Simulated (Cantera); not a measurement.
Input (Python, Cantera) and output of one run.

```python
import numpy as np
import cantera as ct

gas_names = """
    CL CL2 H HCL H2 Si SiCL SiCL2 SiCL3 SiCL4 SiH SiHCL3 SiH2 SiH2CL2 SiH3 SiH3CL SiH4 Si2 Si3
""".split()
cond_names = """
    Si(cr) Si(L)
""".split()


# ... load() reads the species with a 1 bar reference pressure and builds the phases ...
atoms = {
    'SiCl4': {'Si': 1, 'CL': 4},
    'Cl2': {'CL': 2},
    'H2': {'H': 2},
}
top_T = {}  # K; cautious upper limits of use, not melting points


# ... equilibrate(T, P, feed) seeds the gas with the atoms and calls Mixture.equilibrate('TP', solver="vcs", rtol=1e-11, max_steps=5000) ...
results = []
feed = {'SiCl4': 1, 'Cl2': 0.96, 'H2': 11}  # mol
P = 100000  # Pa
for T in [723, 773, 823, 873, 923, 973, 1023, 1073, 1123, 1173, 1223, 1273]:
    mix = equilibrate(T, P, feed)
    results.append((T, P, feed, dict(zip(mix.species_names, mix.species_moles))))

top = {s: max(r[3][s] / sum(r[3][g] for g in gas_names) for r in results) for s in gas_names}
cols = sorted((s for s in top if top[s] > 1e-06), key=lambda s: -top[s])[:7]
seen = [c for c in cond_names if any(r[3].get(c, 0) > 1e-12 for r in results)]
print("log10 of partial pressures in bar; condensed amounts in mol")
print(f"{'T/K':>10s}" + "".join(f"{s[:9]:>10s}" for s in cols + seen))
for T, P, feed, n in results:
    ng = sum(n[g] for g in gas_names)
    print(f"{T:10.4g}" + "".join(f"{np.log10(max(n[s] / ng * P / 1e5, 1e-99)):10.3f}" for s in cols)
          + "".join(f"{n.get(c, 0):10.4g}" for c in seen))
```

Result:

```
log10 of partial pressures in bar; condensed amounts in mol
       T/K        H2       HCL     SiCL4    SiHCL3     SiCL3     SiCL2   SiH2CL2
       723    -0.111    -0.829    -1.113    -3.920    -7.771   -12.031    -7.885
       773    -0.111    -0.829    -1.114    -3.598    -6.947   -10.618    -7.196
       823    -0.111    -0.828    -1.115    -3.317    -6.225    -9.381    -6.594
       873    -0.111    -0.827    -1.117    -3.071    -5.589    -8.291    -6.065
       923    -0.112    -0.825    -1.121    -2.855    -5.025    -7.325    -5.599
       973    -0.112    -0.823    -1.125    -2.665    -4.523    -6.464    -5.185
      1023    -0.113    -0.820    -1.132    -2.497    -4.075    -5.693    -4.818
      1073    -0.114    -0.816    -1.140    -2.350    -3.673    -5.002    -4.492
      1123    -0.115    -0.810    -1.152    -2.222    -3.313    -4.381    -4.204
      1173    -0.116    -0.803    -1.167    -2.112    -2.992    -3.824    -3.950
      1223    -0.118    -0.794    -1.188    -2.022    -2.708    -3.327    -3.732
      1273    -0.121    -0.781    -1.216    -1.954    -2.461    -2.889    -3.550
```

These are equilibrium values from Cantera (NASA tables, ideal gas, pure condensed phases), not measurements of a reactor. The tables' values for SiCl3 are old estimates; treat these amounts as uncertain.
